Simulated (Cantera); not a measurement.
Mixture: CH₄ : H₂ : O₂ : N₂ = 1 : 0.4 : 1.47 : 4.25 (molar parts), equivalence ratio 1.5, at 2.10 bar, adiabatic and at constant volume. Ignition delay is the time to a rise of 400 K.

Cantera simulation using GRI-Mech 3.0 (53 species, 325 reactions); the numbers are that mechanism's predictions, not measurements.

**Question.** Predict: delay at 1125 K; delay at 1225 K; delay at 1325 K; delay at 1425 K; delay at 1525 K; apparent activation energy between 1475 and 1575 K.

**Answer.** 
| Property | Result |
|---|---|
| delay at 1125 K | 3.08 ms |
| delay at 1225 K | 1.29 ms |
| delay at 1325 K | 0.561 ms |
| delay at 1425 K | 0.257 ms |
| delay at 1525 K | 0.126 ms |
| apparent activation energy between 1475 and 1575 K | 130 kJ/mol |
